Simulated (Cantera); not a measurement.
Input (Python, Cantera) and output of one run.

```python
import numpy as np
import cantera as ct

gas_names = [...]  # 113 gases of nasa_gas.yaml made of C, H, O, Pb
cond_names = """
    C(gr) C6H6(L) C7H8(L) C8H18(L),n-octa H2O(s) H2O(L) Pb(cr) Pb(L) PbO(rd) PbO(yw) PbO(L) PbO2(s)
    Pb3O4(s)
""".split()


# ... load() reads the species with a 1 bar reference pressure and builds the phases ...
atoms = {
    'PbO': {'Pb': 1, 'O': 1},
    'CH4': {'C': 1, 'H': 4},
    'H2': {'H': 2},
}
top_T = {'C(gr)': 4500, 'Pb3O4(s)': 820}  # K; cautious upper limits of use, not melting points


# ... equilibrate(T, P, feed) seeds the gas with the atoms and calls Mixture.equilibrate('TP', solver="vcs", rtol=1e-11, max_steps=5000) ...
results = []
feed = {'PbO': 1, 'CH4': 2.6, 'H2': 0.12}  # mol
T = 873  # K
for P in [10, 36, 130, 460, 1700, 6000, 22000, 77000, 280000, 1000000]:
    mix = equilibrate(T, P, feed)
    results.append((T, P, feed, dict(zip(mix.species_names, mix.species_moles))))
    x = sorted(zip(gas.X, gas.species_names), reverse=True)
    print(f"T = {T:g} K  P = {P:g} Pa  gas = {mix.phase_moles(0):.4g} mol")
    print("   x: " + "  ".join(f"{s} {v:.3e}" for v, s in x if v > 0.0001))
    print("   condensed (mol): " + ("  ".join(f"{mix.phase(i).name} {mix.phase_moles(i):.4g}"
          for i in range(1, mix.n_phases) if mix.phase_moles(i) > 1e-12) or "none"))
```

Output:

```
T = 873 K  P = 10 Pa  gas = 6.36 mol
   x: H2 8.364e-01  CO 1.571e-01  Pb 6.359e-03
   condensed (mol): C(gr) 1.6  Pb(L) 0.9596
T = 873 K  P = 36 Pa  gas = 6.329 mol
   x: H2 8.402e-01  CO 1.576e-01  Pb 1.766e-03  H2O 2.028e-04  CH4 1.141e-04  CO2 1.015e-04
   condensed (mol): C(gr) 1.601  Pb(L) 0.9888
T = 873 K  P = 130 Pa  gas = 6.314 mol
   x: H2 8.411e-01  CO 1.569e-01  H2O 7.299e-04  Pb 4.892e-04  CH4 4.128e-04  CO2 3.634e-04
   condensed (mol): C(gr) 1.604  Pb(L) 0.9969
T = 873 K  P = 460 Pa  gas = 6.288 mol
   x: H2 8.406e-01  CO 1.540e-01  H2O 2.534e-03  CH4 1.459e-03  CO2 1.239e-03  Pb 1.382e-04
   condensed (mol): C(gr) 1.615  Pb(L) 0.9991
T = 873 K  P = 1700 Pa  gas = 6.208 mol
   x: H2 8.375e-01  CO 1.443e-01  H2O 8.741e-03  CH4 5.352e-03  CO2 4.019e-03
   condensed (mol): C(gr) 1.646  Pb(L) 0.9998
T = 873 K  P = 6000 Pa  gas = 5.997 mol
   x: H2 8.249e-01  CO 1.212e-01  H2O 2.552e-02  CH4 1.833e-02  CO2 1.001e-02
   condensed (mol): C(gr) 1.703  Pb(L) 0.9999
T = 873 K  P = 22000 Pa  gas = 5.552 mol
   x: H2 7.777e-01  CO 8.390e-02  H2O 6.107e-02  CH4 5.973e-02  CO2 1.758e-02
   condensed (mol): C(gr) 1.705  Pb(L) 1
T = 873 K  P = 77000 Pa  gas = 4.921 mol
   x: H2 6.656e-01  CH4 1.531e-01  H2O 1.092e-01  CO 5.010e-02  CO2 2.194e-02
   condensed (mol): C(gr) 1.492  Pb(L) 1
T = 873 K  P = 280000 Pa  gas = 4.259 mol
   x: H2 4.888e-01  CH4 3.003e-01  H2O 1.596e-01  CO 2.741e-02  CO2 2.388e-02
   condensed (mol): C(gr) 1.102  Pb(L) 1
T = 873 K  P = 1e+06 Pa  gas = 3.784 mol
   x: CH4 4.457e-01  H2 3.151e-01  H2O 1.992e-01  CO2 2.508e-02  CO 1.486e-02
   condensed (mol): C(gr) 0.762  Pb(L) 1
```

Method: chemical equilibrium by Gibbs-energy minimisation in Cantera with the NASA 1993 tables (ideal gas, pure condensed phases).
